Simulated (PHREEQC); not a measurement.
Make-up at 91 °C: 2.4 mmol/kgw CuSO4 and 17 mmol/kgw HNO3. Closed to the air; pH follows from the charge balance.

Model: ion-association model, wateq4f.dat, run in PHREEQC.

Problem. The ionic strength comes out as 0.0225 mol/kgw. What activity coefficients do H+, HSO4-, SO4-2, NO3-, Cu+2 get?

Solution. H+ 0.87, HSO4- 0.85, SO4-2 0.52, NO3- 0.84, Cu+2 0.54.

No solid was allowed to form. Species that the database lacks are ignored. At this temperature some constants are extrapolated from 25 °C, and those without enthalpy data are left unchanged.
